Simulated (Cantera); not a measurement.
**Thermodynamics of boron, boron nitride and boron oxide, feed borazine + NH₃ + H₂**

Input: 1 mol borazine, 24 mol NH₃, 8.8 mol H₂, equilibrated at 0.00260 bar.

Cantera equilibrium calculation (NASA polynomials, part measured and part estimated; ideal gas, pure solids and liquids). Candidate condensed phases: B, BN; 15 gas species. The feed counts by its element totals alone. The tables' values for BH₂ are old estimates; treat these amounts as uncertain. Kinetics and transport are ignored.

From 1323 K to 2023 K the condensed part is BN(s). At 2123 K the condensed part is B(s).

```json
[
 {"T (K)": "1323", "x H₂": "0.799", "x N₂": "0.201", "x H": "2.78e-5", "x BH₂": "2.18e-10", "x B": "<1e-12", "x BH": "<1e-12", "x BN": "<1e-12", "n BN(s)": "3.00", "n B(s)": "0"},
 {"T (K)": "1423", "x H₂": "0.799", "x N₂": "0.201", "x H": "0.000116", "x BH₂": "3.73e-9", "x B": "<1e-12", "x BH": "<1e-12", "x BN": "<1e-12", "n BN(s)": "3.00", "n B(s)": "0"},
 {"T (K)": "1523", "x H₂": "0.799", "x N₂": "0.201", "x H": "0.000405", "x BH₂": "4.37e-8", "x B": "6.39e-12", "x BH": "6.64e-12", "x BN": "<1e-12", "n BN(s)": "3.00", "n B(s)": "0"},
 {"T (K)": "1623", "x H₂": "0.798", "x N₂": "0.201", "x H": "0.00121", "x BH₂": "3.76e-7", "x B": "3.23e-10", "x BH": "1.86e-10", "x BN": "2.72e-11", "n BN(s)": "3.00", "n B(s)": "0"},
 {"T (K)": "1723", "x H₂": "0.796", "x N₂": "0.200", "x H": "0.00319", "x BH₂": "2.51e-6", "x B": "1.03e-8", "x BH": "3.50e-9", "x BN": "5.98e-10", "n BN(s)": "3.00", "n B(s)": "0"},
 {"T (K)": "1823", "x H₂": "0.793", "x N₂": "0.200", "x H": "0.00756", "x BH₂": "1.35e-5", "x B": "2.25e-7", "x BH": "4.77e-8", "x BN": "9.33e-9", "n BN(s)": "3.00", "n B(s)": "0"},
 {"T (K)": "1923", "x H₂": "0.785", "x N₂": "0.199", "x H": "0.0164", "x BH₂": "6.08e-5", "x B": "3.54e-6", "x BH": "4.92e-7", "x BN": "1.09e-7", "n BN(s)": "3.00", "n B(s)": "0"},
 {"T (K)": "2023", "x H₂": "0.770", "x N₂": "0.197", "x H": "0.0327", "x BH₂": "0.000233", "x B": "4.25e-5", "x BH": "4.00e-6", "x BN": "9.94e-7", "n BN(s)": "2.98", "n B(s)": "0"},
 {"T (K)": "2123", "x H₂": "0.725", "x N₂": "0.214", "x H": "0.0599", "x BH₂": "0.000660", "x B": "0.000352", "x BH": "2.29e-5", "x BN": "6.71e-6", "n BN(s)": "0", "n B(s)": "2.93"}
]
```
x: gas mole fraction; n: condensed amount in mol.
